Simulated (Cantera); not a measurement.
# Diamond growth

A diamond (100) surface in a fixed gas of H2 with x(CH4) = 0.024, x(H) = 0.023, x(CH3) = 3.2e-05, at 1275 K; coverages are run to steady state.

Computed with Cantera and the Harris–Goodwin 1993 mechanism for the reconstructed diamond (100) surface.

```
P (Pa)  growth (µm/h)  θ c6HH  θ c6H*  θ c6*H  θ c6**    θ c6HM
------  -------------  ------  ------  ------  ------  --------
650            0.0405   0.391  0.0466   0.520  0.0425   1.63e-5
1100           0.0842   0.391  0.0467   0.520  0.0425   2.66e-5
1900            0.188   0.391  0.0467   0.519  0.0425   4.31e-5
3300            0.436   0.391  0.0468   0.519  0.0425   6.74e-5
5700            0.999   0.391  0.0469   0.519  0.0426   9.94e-5
9900             2.24   0.391  0.0471   0.519  0.0426  0.000137
17000            4.73   0.391  0.0474   0.518  0.0427  0.000176
29000            9.39   0.391  0.0480   0.518  0.0429  0.000209
```
θ: site fractions in the mechanism's names (c6HH fully hydrogenated, c6H* and c6*H radical sites, c6** diradical, c6HM methylated).
